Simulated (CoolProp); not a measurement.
Vapour-liquid equilibrium of propylene (1) + n-hexane (2) at 0.219 bar; x and y are mole fractions of (1).

Values from CoolProp's multi-fluid Helmholtz-energy mixture model, Lemmon 2013 and Thol 2019; pair parameters Bell 2016.

```tsv
x	bubble temperature (K)	y at the bubble point	dew temperature at overall composition x (K)	liquid density (mol/L)
0.05	246.5	0.947	298.9	8.314
0.15	224.6	0.991	296.3	8.960
0.25	217.6	0.995	293.5	9.504
0.35	213.4	0.997	290.4	10.07
0.45	210.1	0.998	286.8	10.68
0.55	207.1	0.999	282.7	11.35
0.65	204.3	0.999	277.8	12.08
0.75	201.8	1.000	271.4	12.89
0.85	199.5	1.000	262.5	13.79
0.95	197.6	1.000	245.6	14.78
```

No azeotrope shows between x = 0.05 and 0.95.

The pair parameters rest on a limited set of measurements; away from them the model extrapolates. The gap from Raoult's law changes sign with composition, which may be real or a fault of the pair parameters; it wasn't checked against measurements. With so large a gap from Raoult's law the liquid may split in two, which this calculation doesn't test in full.
